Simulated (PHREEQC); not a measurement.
1 kg of water holding 0.45 mmol/kgw CaSO4 and 15 mmol/kgw NaBr is evaporated at 30 °C; the solids stay in contact with the brine. The system is closed to CO2. Only these solids could form: Glauberite, Gypsum, Anhydrite, Mirabilite, Portlandite, Thenardite.

Equilibrium calculation in PHREEQC: Pitzer model, pitzer.dat.

| water left (kg) | ionic strength | water activity | Gypsum (mol) | Br in solution (mol/kgw) | Na in solution (mol/kgw) | Ca in solution (mol/kgw) |
|---|---|---|---|---|---|---|
| 1 | 0.0168 | 0.999 | 0 | 0.0150 | 0.0150 | 0.000450 |
| 0.8219 | 0.0204 | 0.999 | 0 | 0.0183 | 0.0183 | 0.000548 |
| 0.5552 | 0.0303 | 0.999 | 0 | 0.0270 | 0.0270 | 0.000811 |
| 0.4563 | 0.0368 | 0.999 | 0 | 0.0329 | 0.0329 | 0.000986 |
| 0.3082 | [?] | 0.998 | 0 | 0.0487 | 0.0487 | 0.00146 |
| 0.2533 | 0.0663 | 0.998 | 0 | 0.0592 | 0.0592 | 0.00178 |
| 0.1711 | 0.0982 | 0.997 | 0 | 0.0876 | 0.0876 | 0.00263 |
| 0.1407 | 0.119 | 0.996 | 0 | 0.107 | 0.107 | 0.00320 |
| 0.1156 | [?] | 0.996 | 0 | 0.130 | 0.130 | 0.00389 |
| 0.07809 | 0.215 | 0.993 | 0 | 0.192 | 0.192 | 0.00576 |
| 0.06418 | 0.262 | 0.992 | 0 | 0.234 | 0.234 | 0.00701 |
| 0.04335 | 0.388 | 0.988 | 0 | 0.346 | 0.346 | 0.0104 |
| 0.03564 | 0.471 | 0.986 | 0 | 0.421 | 0.421 | 0.0126 |
| 0.0293 | 0.573 | [?] | 0 | 0.512 | 0.512 | 0.0154 |
| 0.01979 | 0.849 | 0.974 | 0 | 0.758 | 0.758 | 0.0227 |
| 0.01627 | [?] | 0.968 | 0 | 0.922 | 0.922 | 0.0277 |
| 0.01099 | [?] | 0.952 | 0 | 1.36 | 1.36 | 0.0409 |
| 0.009029 | [?] | 0.940 | 1.86e-5 | 1.66 | 1.66 | 0.0478 |
| 0.006088 | 2.66 | 0.908 | 0.000154 | 2.46 | 2.46 | 0.0487 |
| 0.005005 | 3.19 | 0.885 | 0.000213 | 3.00 | 3.00 | 0.0474 |

Question: Fill in the missing entries.

Answer: 
- 0.3082, ionic strength: 0.0545
- 0.1156, ionic strength: 0.145
- 0.0293, water activity: 0.983
- 0.01627, ionic strength: 1.03
- 0.01099, ionic strength: 1.53
- 0.009029, ionic strength: 1.85
